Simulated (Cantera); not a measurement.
Input (Python, Cantera):

```python
import numpy as np
import cantera as ct

gas = ct.Solution("h2o2.yaml")
gas.TPX = 1225, 890, {'H2': 0.0097, 'O2': 1, 'N2': 0.44}
reactor = ct.IdealGasConstPressureReactor(gas, energy="off", clone=False)
net = ct.ReactorNet([reactor])
net.rtol, net.atol = 1e-08, 1e-18
show = ['H2', 'O2', 'H2O2', 'H', 'HO2']
times = np.geomspace(0.0004, 1, 13)

steps = ct.SolutionArray(gas, extra=["t"])
rows = []
print(f"{'t/s':>10s}{'T/K':>9s}{'P/Pa':>11s}" + "".join(f"{s:>11s}" for s in show))
for t in times:
    while net.time < t:
        t_next = net.step()
        steps.append(gas.state, t=t_next)
    rows.append([np.interp(t, steps.t, y) for y in (steps.T, steps.P, *steps(*show).X.T)])
    print(f"{t:10.3e}{rows[-1][0]:9.1f}{rows[-1][1]:11.4g}" + "".join(f"{x:11.3e}" for x in rows[-1][2:]))
rate = np.gradient(steps.T, steps.t)
print("integrator steps:", len(steps.t))
if steps.T.max() > steps.T[0] + 200:
    print(f"time of steepest temperature rise: {steps.t[rate.argmax()]:.4e} s")
gas.TPX = 1225, 890, {'H2': 0.0097, 'O2': 1, 'N2': 0.44}
gas.equilibrate("TP")
print(f"equilibrium (TP): T = {gas.T:.1f} K  " + "  ".join(f"{s} {gas[s].X[0]:.3e}" for s in show))
```

Output:

```
       t/s      T/K       P/Pa         H2         O2       H2O2          H        HO2
 4.000e-04   1225.0        890  6.691e-03  6.898e-01  1.600e-13  5.233e-10  1.801e-09
 7.678e-04   1225.0        890  6.691e-03  6.898e-01  5.848e-13  8.290e-10  3.458e-09
 1.474e-03   1225.0        890  6.691e-03  6.898e-01  2.123e-12  1.780e-09  6.643e-09
 2.828e-03   1225.0        890  6.691e-03  6.898e-01  7.611e-12  6.649e-09  1.281e-08
 5.429e-03   1225.0        890  6.690e-03  6.898e-01  2.698e-11  7.401e-08  2.567e-08
 1.042e-02   1225.0        890  6.589e-03  6.897e-01  1.984e-10  7.158e-06  1.548e-07
 2.000e-02   1225.0        890  4.146e-04  6.840e-01  2.339e-08  4.324e-04  5.714e-07
 3.839e-02   1225.0        890  2.736e-05  6.837e-01  7.851e-09  2.612e-04  3.758e-07
 7.368e-02   1225.0        890  2.540e-05  6.839e-01  7.727e-09  2.400e-04  3.656e-07
 1.414e-01   1225.0        890  2.308e-05  6.844e-01  7.644e-09  2.068e-04  3.497e-07
 2.714e-01   1225.0        890  1.940e-05  6.851e-01  7.469e-09  1.582e-04  3.222e-07
 5.210e-01   1225.0        890  1.436e-05  6.860e-01  7.105e-09  9.986e-05  2.785e-07
 1.000e+00   1225.0        890  8.875e-06  6.871e-01  6.395e-09  4.802e-05  2.179e-07
integrator steps: 759
equilibrium (TP): T = 1225.0 K  H2 1.825e-09  O2 6.888e-01  H2O2 1.568e-11  H 1.421e-10  HO2 3.415e-09
```

Computed with Cantera and the H2/O2 subset of GRI-Mech 3.0, which has no nitrogen chemistry. Radical loss at walls, strong at low pressure, is not modelled.
